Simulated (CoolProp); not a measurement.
The numbers come from the reference Helmholtz-energy equation of state, Akasaka 2023 in CoolProp.

### Question
Give the vapour pressure (kPa), liquid density (kg/m³), vapour density (kg/m³), liquid cp (kJ/(kg K)) of saturated R1224YDZ at 29.55 °C.

### Answer
```csv
T (°C),p (kPa),liquid density (kg/m³),vapour density (kg/m³),liquid cp (kJ/(kg K))
29.55,173,1350,11.0,1.16
```
